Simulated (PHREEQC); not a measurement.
Consider water at 64 °C with 0.003 mol/kgw NaHS. It is in equilibrium with CO2 at log p = -3.5 (atm). Otherwise closed; pH follows from the charge balance.

The numbers come from PHREEQC with the ion-association model, phreeqc.dat.

Each row changes one thing in this solution. No solid was allowed to form.

```
case                                            pH  ionic strength (mol/kgw)  HCO3- (mol/kgw)
--------------------------------------------  ----  ------------------------  ---------------
as made                                       7.79                   0.00300         0.000162
diluted 10-fold with water                    7.28                  0.000300          4.84e-5
NaHS replaced by NaHSO4 at the same molality  2.70                   0.00730          1.36e-9
NaHS replaced by NaAlO2 at the same molality  7.19                   0.00300          4.08e-5
NaHS from 0.003 to 0.0015 mol/kgw             7.64                   0.00150         0.000113
NaHS from 0.003 to 0.0003 mol/kgw             7.28                  0.000300          4.84e-5
NaHS from 0.003 to 0.03 mol/kgw               8.22                    0.0300         0.000489
diluted 5-fold with water                     7.44                  0.000600          7.02e-5
NaHS from 0.003 to 0.0033 mol/kgw             7.81                   0.00330         0.000170
```

Complexes and solids missing from the database can't appear. Some of these states are supersaturated (in Al(OH)3(a), Gibbsite (slow to form), for instance). Away from 25 °C the constants follow the database's enthalpies or fits; those with neither stay at their 25 °C values.
